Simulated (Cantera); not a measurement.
Input: 1 mol B₂H₆, 2.3 mol NH₃, 90 mol N₂, at 100 Torr.

These are equilibrium values from Cantera (NASA tables, ideal gas, pure condensed phases), not measurements of a reactor. Candidate condensed phases: B, BN; 15 gas species. The feed counts by its element totals alone. Rates play no part. All values below are at 1000 K.

Base state: N₂ 0.933, H₂ 0.0668 (mole fractions); condensed: BN(s).

**Question.** What changes in the equilibrium state with this change: 1.3 mol HF added?

**Answer.** 
```csv
species,before,after
N₂,0.933,0.923
H₂,0.0668,0.0716
BF₃,0,0.00383
HF,0,0.00178
"BN(s), mol",2.00,1.62
```
